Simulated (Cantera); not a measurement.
Charge: 1 mol SiCl4, 7.7 mol H2, 0.57 mol Cl2, held at 975 K and 180000 Pa.

These are equilibrium values from Cantera (NASA tables, ideal gas, pure condensed phases), not measurements of a reactor. Candidate condensed phases: Si; 19 gas species. The tables' values for SiCl3 are old estimates; treat these amounts as uncertain. The numbers say what is thermodynamically allowed, not how fast it happens.

Base state: H2 0.765, HCl 0.127, SiCl4 0.104, SiHCl3 0.00360, SiCl3 3.84e-5, SiH2Cl2 1.30e-5 (mole fractions); condensed: gas only.

Problem. What changes in the equilibrium state with this change: Cl2 from 0.57 to 1.8 mol?

Solution. 
| species | before | after |
|---|---|---|
| H2 | 0.765 | 0.561 |
| HCl | 0.127 | 0.344 |
| SiCl4 | 0.104 | 0.0943 |
| SiH2Cl2 | 1.30e-5 | 8.60e-7 |
| SiHCl3 | 0.00360 | 0.000880 |
